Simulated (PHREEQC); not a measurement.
Dissolve 0.0029 mol HF, 5.3e-05 mol H2SiF6, 0.00011 mol HBF4, 4.4e-05 mol H2SO4 and 0.00019 mol MnSO4 per kg of water at 25 °C. Closed to the air; pH follows from the charge balance.

Model: ion-association model, phreeqc.dat, run in PHREEQC.

**Question.** The ionic strength comes out as 0.00215 mol/kgw. What activity coefficients do SiF6-2, H+, HF2-, F-, HSO4- get?

**Answer.** SiF6-2 0.82, H+ 0.95, HF2- 0.95, F- 0.95, HSO4- 0.95.

No solid was allowed to form. SiF6-2 is the database's only silicon fluoride. Real BF4- forms and hydrolyses slowly; the run takes it at equilibrium.
